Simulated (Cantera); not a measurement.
Cantera run:

```python
import numpy as np
import cantera as ct

gas_names = [...]  # 123 gases of nasa_gas.yaml made of C, H, O, Si
cond_names = """
    C(gr) C6H6(L) C7H8(L) C8H18(L),n-octa H2O(s) H2O(L) Si(cr) Si(L) SiC(b) SiO2(Lqz) SiO2(hqz) SiO2(L)
""".split()


# ... load() reads the species with a 1 bar reference pressure and builds the phases ...
atoms = {
    'TEOS': {'Si': 1, 'C': 8, 'H': 20, 'O': 4},
    'CO2': {'C': 1, 'O': 2},
    'O3': {'O': 3},
}
top_T = {'C(gr)': 4500, 'SiC(b)': 3050}  # K; cautious upper limits of use, not melting points


# ... equilibrate(T, P, feed) seeds the gas with the atoms and calls Mixture.equilibrate('TP', solver="vcs", rtol=1e-11, max_steps=5000) ...
results = []
feed = {'TEOS': 1, 'CO2': 5.6, 'O3': 6.7}  # mol
P = 100000  # Pa
for T in [873, 973, 1073, 1173, 1273, 1373, 1473, 1573, 1673, 1773, 1873, 1973, 2073]:
    mix = equilibrate(T, P, feed)
    results.append((T, P, feed, dict(zip(mix.species_names, mix.species_moles))))
    x = sorted(zip(gas.X, gas.species_names), reverse=True)
    print(f"T = {T:g} K  P = {P:g} Pa  gas = {mix.phase_moles(0):.4g} mol")
    print("   x: " + "  ".join(f"{s} {v:.3e}" for v, s in x if v > 0.001))
    print("   condensed (mol): " + ("  ".join(f"{mix.phase(i).name} {mix.phase_moles(i):.4g}"
          for i in range(1, mix.n_phases) if mix.phase_moles(i) > 1e-12) or "none"))
```

It prints:

```
T = 873 K  P = 100000 Pa  gas = 23.58 mol
   x: CO2 5.148e-01  H2O 3.210e-01  H2 1.023e-01  CO 6.150e-02
   condensed (mol): SiO2(hqz) 1
T = 973 K  P = 100000 Pa  gas = 23.6 mol
   x: CO2 4.974e-01  H2O 3.374e-01  H2 8.631e-02  CO 7.890e-02
   condensed (mol): SiO2(hqz) 1
T = 1073 K  P = 100000 Pa  gas = 23.6 mol
   x: CO2 4.837e-01  H2O 3.510e-01  CO 9.253e-02  H2 7.272e-02
   condensed (mol): SiO2(hqz) 1
T = 1173 K  P = 100000 Pa  gas = 23.6 mol
   x: CO2 4.730e-01  H2O 3.617e-01  CO 1.032e-01  H2 6.203e-02
   condensed (mol): SiO2(hqz) 1
T = 1273 K  P = 100000 Pa  gas = 23.6 mol
   x: CO2 4.647e-01  H2O 3.700e-01  CO 1.116e-01  H2 5.368e-02
   condensed (mol): SiO2(hqz) 1
T = 1373 K  P = 100000 Pa  gas = 23.6 mol
   x: CO2 4.582e-01  H2O 3.766e-01  CO 1.181e-01  H2 4.714e-02
   condensed (mol): SiO2(hqz) 1
T = 1473 K  P = 100000 Pa  gas = 23.6 mol
   x: CO2 4.530e-01  H2O 3.817e-01  CO 1.233e-01  H2 4.198e-02
   condensed (mol): SiO2(hqz) 1
T = 1573 K  P = 100000 Pa  gas = 23.6 mol
   x: CO2 4.489e-01  H2O 3.859e-01  CO 1.274e-01  H2 3.786e-02
   condensed (mol): SiO2(hqz) 1
T = 1673 K  P = 100000 Pa  gas = 23.6 mol
   x: CO2 4.455e-01  H2O 3.892e-01  CO 1.307e-01  H2 3.453e-02
   condensed (mol): SiO2(hqz) 1
T = 1773 K  P = 100000 Pa  gas = 23.6 mol
   x: CO2 4.428e-01  H2O 3.919e-01  CO 1.334e-01  H2 3.181e-02
   condensed (mol): SiO2(L) 1
T = 1873 K  P = 100000 Pa  gas = 23.6 mol
   x: CO2 4.405e-01  H2O 3.940e-01  CO 1.357e-01  H2 2.956e-02
   condensed (mol): SiO2(L) 1
T = 1973 K  P = 100000 Pa  gas = 23.61 mol
   x: CO2 4.385e-01  H2O 3.957e-01  CO 1.376e-01  H2 2.768e-02
   condensed (mol): SiO2(L) 0.9999
T = 2073 K  P = 100000 Pa  gas = 23.62 mol
   x: CO2 4.366e-01  H2O 3.968e-01  CO 1.393e-01  H2 2.612e-02
   condensed (mol): SiO2(L) 0.9996
```

Equilibrium computed with Cantera from the NASA thermochemical tables; the gas is ideal and each condensed phase is pure. The feed counts by its element totals alone. The tables hold silica as quartz up to 1696 K and as liquid above; real silica turns to tridymite and cristobalite and melts near 1996 K. Gases not in the tables: Si(OH)4.
